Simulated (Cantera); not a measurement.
A closed system holds: 1 mol V, 0.049 mol H₂O, 420 mol H₂, equilibrated at 2723 K and 490 Pa.

These are equilibrium values from Cantera (NASA tables, ideal gas, pure condensed phases), not measurements of a reactor. Candidate condensed phases: H₂O, V, VO, V₂O₃, V₂O₄, V₂O₅; 12 gas species. Kinetics and transport are ignored.

Base state: H 0.575, H₂ 0.423, V 0.00166, H₂O 3.21e-5, VO 2.94e-5, OH 1.14e-5 (mole fractions); condensed: gas only.

Q: What changes in the equilibrium state with this change: temperature from 2723 K to 2373 K?

A: 
```json
[
 {"species": "H₂", "before": "0.423", "after": "0.817"},
 {"species": "H", "before": "0.575", "after": "0.180"},
 {"species": "V", "before": "0.00166", "after": "0.00210"},
 {"species": "OH", "before": "1.14e-5", "after": "1.57e-6"},
 {"species": "VO", "before": "2.94e-5", "after": "6.35e-5"},
 {"species": "H₂O", "before": "3.21e-5", "after": "4.01e-5"}
]
```

Q: What changes in the equilibrium state with this change: H₂ from 420 to 15 mol?

A: 
```json
[
 {"species": "H", "before": "0.575", "after": "0.558"},
 {"species": "H₂", "before": "0.423", "after": "0.397"},
 {"species": "V", "before": "0.00166", "after": "0.0429"},
 {"species": "VO₂", "before": "9.51e-8", "after": "1.76e-5"},
 {"species": "VO", "before": "2.94e-5", "after": "0.00203"},
 {"species": "O", "before": "9.87e-6", "after": "2.64e-5"},
 {"species": "OH", "before": "1.14e-5", "after": "2.97e-5"}
]
```

Q: What changes in the equilibrium state with this change: V replaced by Nb?

A: 
```json
[
 {"species": "H", "before": "0.575", "after": "0.576"},
 {"species": "H₂", "before": "0.423", "after": "0.424"},
 {"species": "Nb", "before": "0", "after": "0.000123"},
 {"species": "V", "before": "0.00166", "after": "0"},
 {"species": "NbO", "before": "0", "after": "8.00e-5"},
 {"species": "VO", "before": "2.94e-5", "after": "0"},
 {"species": "OH", "before": "1.14e-5", "after": "6.15e-7"},
 {"species": "H₂O", "before": "3.21e-5", "after": "1.73e-6"},
 {"species": "Nb(s), mol", "before": "0", "after": "0.880"}
]
```
Condensed phases not in the tables: N, O or C dissolved in the metal. Further candidate phases: Nb, NbO, NbO₂, Nb₂O₅.
